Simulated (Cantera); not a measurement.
A counterflow diffusion flame at 100000 Pa, nozzles 20 mm apart: fuel side CH4 = 1 (molar parts) at 375 K, oxidiser side O2 : N2 = 0.27 : 0.73 (molar parts) at 723 K, fuel mass flux 1 times the oxidiser's; mixture-averaged transport, no radiation.

Detailed kinetics in Cantera: GRI-Mech 3.0 (53 species, 325 reactions). GRI-Mech 3.0 has no aromatics or soot, which form on the fuel side of real flames. The maximum strain rate includes the flame's own expansion and is several times the mean.

x: mole fraction; the columns are a selection and need not sum to one.

```
oxidiser flux (kg/m²/s)  max strain (1/s)  mean strain (1/s)  T max (K)  peak x OH  peak x H  peak x NO  peak x CO  peak x C2H2
-----------------------  ----------------  -----------------  ---------  ---------  --------  ---------  ---------  -----------
0.25                                  261               50.1       2417     0.0167   0.00752   0.000742     0.0975       0.0229
0.36                                  362               72.2       2391     0.0168   0.00788   0.000638     0.0951       0.0223
0.53                                  513                106       2368     0.0167   0.00823   0.000550     0.0925       0.0215
0.77                                  720                154       2352     0.0166   0.00861   0.000484     0.0903       0.0207
1.1                                     ?                221       2338     0.0165   0.00896          ?     0.0885       0.0199
1.6                                  1410                321       2321     0.0162   0.00926   0.000367     0.0867       0.0189
2.4                                  2040                481       2298     0.0157   0.00946   0.000299     0.0847       0.0176
3.5                                     ?                702       2274     0.0150   0.00954          ?     0.0833            ?
```

Problem. Complete the blanks.

Solution. 
- 1.1, max strain (1/s): 998
- 1.1, peak x NO: 0.000427
- 3.5, max strain (1/s): 2890
- 3.5, peak x NO: 0.000236
- 3.5, peak x C2H2: 0.0161
